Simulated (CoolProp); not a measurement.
Vapour pressure (bar) of n-dodecane: the reference equation beside estimates from Tc = 658.1 K, pc = 18.18 bar, ω = 0.574. Clausius-Clapeyron is anchored at 456.4 K with a constant enthalpy of vaporisation of 46.99 kJ/mol.

Values from CoolProp's reference Helmholtz-energy equation of state, Lemmon 2004. It is a short technical equation, of lower accuracy than the large ones.

```csv
T (K),reference,Lee-Kesler,Clausius-Clapeyron,van der Waals,Redlich-Kwong,Soave-Redlich-Kwong
318.5,0.0008527,0.0008506,0.002018,0.4037,0.02582,0.0008482
338.2,0.003103,0.003055,0.005673,0.6068,0.05956,0.003053
357.9,0.009463,0.009271,0.01423,0.8738,0.1224,0.009272
377.6,0.02494,0.02444,0.03244,1.214,0.2291,0.02445
397.3,0.05825,0.05729,0.06813,1.636,0.3969,0.05727
417,0.1229,0.1215,0.1334,2.148,0.6455,0.1214
436.7,0.2383,0.2369,0.2459,2.758,0.9955,0.2367
456.4,0.4298,0.4295,0.4298,3.474,1.468,0.4295
476.1,0.7296,0.7322,0.7174,4.301,2.086,0.7334
495.8,1.176,1.184,1.150,5.247,2.870,1.189
515.5,1.814,1.828,1.777,6.316,3.840,1.842
535.2,2.694,2.716,2.661,7.515,5.018,2.747
554.8,3.867,3.895,3.864,8.840,6.415,3.956
574.5,5.409,5.443,5.479,10.31,8.063,5.544
594.2,7.392,7.429,7.592,11.92,9.974,7.577
```

Absolute difference from the reference over all 15 rows, mean and median: Lee-Kesler 0.9 and 0.7 %, Clausius-Clapeyron 22.7 and 2.7 %, van der Waals 5884.4 and 708.3 %, Redlich-Kwong 600.2 and 241.6 %, Soave-Redlich-Kwong 1.5 and 1.6 %.
